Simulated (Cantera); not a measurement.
What does this Cantera script print?

```python
import numpy as np
import cantera as ct

gas_names = [...]  # 151 gases of nasa_gas.yaml made of C, H, N, O, Si
cond_names = """
    C(gr) C6H6(L) C7H8(L) C8H18(L),n-octa H2O(s) H2O(L) Si(cr) Si(L) SiC(b) SiO2(Lqz) SiO2(hqz) SiO2(L)
    Si2N2O(s) Si3N4(a)
""".split()


# ... load() reads the species with a 1 bar reference pressure and builds the phases ...
atoms = {
    'Si3N4': {'Si': 3, 'N': 4},
    'CO2': {'C': 1, 'O': 2},
    'H2': {'H': 2},
    'O2': {'O': 2},
}
top_T = {'C(gr)': 4500, 'SiC(b)': 3050, 'Si2N2O(s)': 2100, 'Si3N4(a)': 2400}  # K; cautious upper limits of use, not melting points


# ... equilibrate(T, P, feed) seeds the gas with the atoms and calls Mixture.equilibrate('TP', solver="vcs", rtol=1e-11, max_steps=5000) ...
results = []
feed = {'Si3N4': 1, 'CO2': 0.16, 'H2': 38, 'O2': 0.00059}  # mol
P = 133.322  # Pa
for T in [1100, 1175, 1250, 1325, 1400, 1475, 1550, 1625, 1700, 1775, 1850, 1925]:
    mix = equilibrate(T, P, feed)
    results.append((T, P, feed, dict(zip(mix.species_names, mix.species_moles))))
    x = sorted(zip(gas.X, gas.species_names), reverse=True)
    print(f"T = {T:g} K  P = {P:g} Pa  gas = {mix.phase_moles(0):.4g} mol")
    print("   x: " + "  ".join(f"{s} {v:.3e}" for v, s in x if v > 1e-06))
    print("   condensed (mol): " + ("  ".join(f"{mix.phase(i).name} {mix.phase_moles(i):.4g}"
          for i in range(1, mix.n_phases) if mix.phase_moles(i) > 1e-12) or "none"))
```

It prints:

```
T = 1100 K  P = 133.322 Pa  gas = 38.21 mol
   x: H2 9.944e-01  N2 5.582e-03  CH4 1.604e-05
   condensed (mol): SiC(b) 0.1594  Si2N2O(s) 0.3212  Si3N4(a) 0.7328
T = 1175 K  P = 133.322 Pa  gas = 38.21 mol
   x: H2 9.944e-01  N2 5.591e-03  H 3.348e-06  CH4 2.526e-06
   condensed (mol): SiC(b) 0.1599  Si2N2O(s) 0.3212  Si3N4(a) 0.7326
T = 1250 K  P = 133.322 Pa  gas = 38.21 mol
   x: H2 9.944e-01  N2 5.592e-03  H 1.320e-05
   condensed (mol): SiC(b) 0.16  Si2N2O(s) 0.3212  Si3N4(a) 0.7326
T = 1325 K  P = 133.322 Pa  gas = 38.21 mol
   x: H2 9.944e-01  N2 5.593e-03  H 4.466e-05  SiO 2.609e-06
   condensed (mol): SiC(b) 0.16  Si2N2O(s) 0.3211  Si3N4(a) 0.7326
T = 1400 K  P = 133.322 Pa  gas = 38.22 mol
   x: H2 9.942e-01  N2 5.606e-03  H 1.328e-04  SiO 4.377e-05  CO 1.146e-06
   condensed (mol): SiC(b) 0.1599  Si2N2O(s) 0.3195  Si3N4(a) 0.7331
T = 1475 K  P = 133.322 Pa  gas = 38.86 mol
   x: H2 9.777e-01  N2 2.155e-02  H 3.512e-04  SiO 3.499e-04  CO 8.646e-06  Si 4.314e-06  SiH2 1.056e-06
   condensed (mol): Si(cr) 0.9292  SiC(b) 0.1596  Si2N2O(s) 0.3072  Si3N4(a) 0.4276
T = 1550 K  P = 133.322 Pa  gas = 40.04 mol
   x: H2 9.486e-01  N2 4.625e-02  SiO 4.186e-03  H 8.401e-04  CO 1.352e-04  Si 2.492e-05  HCN 2.742e-06  SiH2 2.649e-06  SiH 2.329e-06
   condensed (mol): Si(cr) 2.38  SiC(b) 0.1545  Si2N2O(s) 0.1481
T = 1625 K  P = 133.322 Pa  gas = 40.36 mol
   x: H2 9.405e-01  N2 4.954e-02  SiO 7.642e-03  H 1.874e-03  CO 3.150e-04  Si 1.222e-04  SiH 8.620e-06  SiH2 6.218e-06  HCN 5.885e-06  Si2N 1.342e-06
   condensed (mol): Si(cr) 2.539  SiC(b) 0.147
T = 1700 K  P = 133.322 Pa  gas = 40.42 mol
   x: H2 9.381e-01  N2 4.947e-02  SiO 7.540e-03  H 3.909e-03  Si 5.090e-04  CO 4.053e-04  SiH 2.785e-05  SiH2 1.331e-05  HCN 1.171e-05  Si2N 4.519e-06  Si2C 3.071e-06  SiN 2.503e-06  Si2 2.231e-06
   condensed (mol): Si(L) 2.529  SiC(b) 0.143
T = 1775 K  P = 133.322 Pa  gas = 40.55 mol
   x: H2 9.333e-01  N2 4.931e-02  H 7.658e-03  SiO 7.274e-03  Si 1.646e-03  CO 6.478e-04  SiH 7.127e-05  HCN 2.496e-05  SiH2 2.337e-05  Si2C 1.528e-05  Si2N 1.054e-05  Si2 9.215e-06  SiN 6.371e-06  Si3 2.224e-06
   condensed (mol): Si(L) 2.499  SiC(b) 0.1321
T = 1850 K  P = 133.322 Pa  gas = 40.82 mol
   x: H2 9.238e-01  N2 4.895e-02  H 1.418e-02  SiO 6.892e-03  Si 4.837e-03  CO 9.765e-04  SiH 1.683e-04  Si2C 6.650e-05  HCN 4.979e-05  SiH2 3.895e-05  Si2 3.384e-05  Si2N 2.284e-05  SiN 1.499e-05  Si3 7.838e-06  HNC 2.108e-06
   condensed (mol): Si(L) 2.386  SiC(b) 0.1153
T = 1925 K  P = 133.322 Pa  gas = 41.4 mol
   x: H2 9.051e-01  N2 4.822e-02  H 2.491e-02  Si 1.305e-02  SiO 6.373e-03  CO 1.385e-03  SiH 3.691e-04  Si2C 2.571e-04  Si2 1.121e-04  HCN 9.314e-05  SiH2 6.167e-05  Si2N 4.631e-05  SiN 3.281e-05  Si3 2.495e-05  HNC 4.595e-06
   condensed (mol): Si(L) 2.051  SiC(b) 0.08785
```

Cantera equilibrium calculation (NASA polynomials, part measured and part estimated; ideal gas, pure solids and liquids). Mutual solubility and eutectic melting of coexisting phases are not modelled. The tables' values for SiN are old estimates; treat these amounts as uncertain. Gases not in the tables: Si2H6 and higher silanes.
